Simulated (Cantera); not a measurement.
Input (Python, Cantera) and output of one run.

```python
import numpy as np
import cantera as ct

gas_names = """
    F FO FO2 F2 F2O H HF HOF HO2 H2 H2F2 H2O H2O2 H3F3 H4F4 H5F5 H6F6 H7F7 Mg MgF MgF2 MgH MgO MgOH
    MgO2H2 Mg2 Mg2F4 O OH O2 O3
""".split()
cond_names = """
    H2O(s) H2O(L) Mg(cr) Mg(L) MgF2(s) MgF2(L) MgO(s) MgO(L) MgO2H2(s)
""".split()


# ... load() reads the species with a 1 bar reference pressure and builds the phases ...
atoms = {
    'MgO': {'Mg': 1, 'O': 1},
    'HF': {'H': 1, 'F': 1},
    'H2': {'H': 2},
}
top_T = {}  # K; cautious upper limits of use, not melting points


# ... equilibrate(T, P, feed) seeds the gas with the atoms and calls Mixture.equilibrate('TP', solver="vcs", rtol=1e-11, max_steps=5000) ...
results = []
feed = {'MgO': 1, 'HF': 3.5, 'H2': 5.3}  # mol
P = 12  # Pa
for T in [1023, 1073, 1123, 1173, 1223, 1273, 1323, 1373, 1423]:
    mix = equilibrate(T, P, feed)
    results.append((T, P, feed, dict(zip(mix.species_names, mix.species_moles))))
    x = sorted(zip(gas.X, gas.species_names), reverse=True)
    print(f"T = {T:g} K  P = {P:g} Pa  gas = {mix.phase_moles(0):.4g} mol")
    print("   x: " + "  ".join(f"{s} {v:.3e}" for v, s in x if v > 0.001))
    print("   condensed (mol): " + ("  ".join(f"{mix.phase(i).name} {mix.phase_moles(i):.4g}"
          for i in range(1, mix.n_phases) if mix.phase_moles(i) > 1e-12) or "none"))
```

Output:

```
T = 1023 K  P = 12 Pa  gas = 7.8 mol
   x: H2 6.795e-01  HF 1.923e-01  H2O 1.282e-01
   condensed (mol): MgF2(s) 1
T = 1073 K  P = 12 Pa  gas = 8.054 mol
   x: H2 6.581e-01  HF 2.493e-01  H2O 9.263e-02
   condensed (mol): MgF2(s) 0.746  MgO(s) 0.254
T = 1123 K  P = 12 Pa  gas = 8.373 mol
   x: H2 6.330e-01  HF 3.160e-01  H2O 5.101e-02
   condensed (mol): MgF2(s) 0.4269  MgO(s) 0.5729
T = 1173 K  P = 12 Pa  gas = 8.589 mol
   x: H2 6.171e-01  HF 3.582e-01  H2O 2.467e-02
   condensed (mol): MgF2(s) 0.211  MgO(s) 0.7881
T = 1223 K  P = 12 Pa  gas = 8.706 mol
   x: H2 6.088e-01  HF 3.794e-01  H2O 1.132e-02
   condensed (mol): MgF2(s) 0.09405  MgO(s) 0.9015
T = 1273 K  P = 12 Pa  gas = 8.774 mol
   x: H2 6.040e-01  HF 3.885e-01  H2O 5.215e-03  MgF2 2.200e-03
   condensed (mol): MgF2(s) 0.02643  MgO(s) 0.9542
T = 1323 K  P = 12 Pa  gas = 8.801 mol
   x: H2 6.022e-01  HF 3.886e-01  H2O 4.546e-03  MgF2 4.529e-03
   condensed (mol): MgO(s) 0.96
T = 1373 K  P = 12 Pa  gas = 8.801 mol
   x: H2 6.020e-01  HF 3.859e-01  H2O 5.925e-03  MgF2 5.874e-03
   condensed (mol): MgO(s) 0.9478
T = 1423 K  P = 12 Pa  gas = 8.803 mol
   x: H2 6.017e-01  HF 3.826e-01  H2O 7.584e-03  MgF2 7.435e-03
   condensed (mol): MgO(s) 0.9332
```

These are equilibrium values from Cantera (NASA tables, ideal gas, pure condensed phases), not measurements of a reactor. Mutual solubility and eutectic melting of coexisting phases are not modelled.
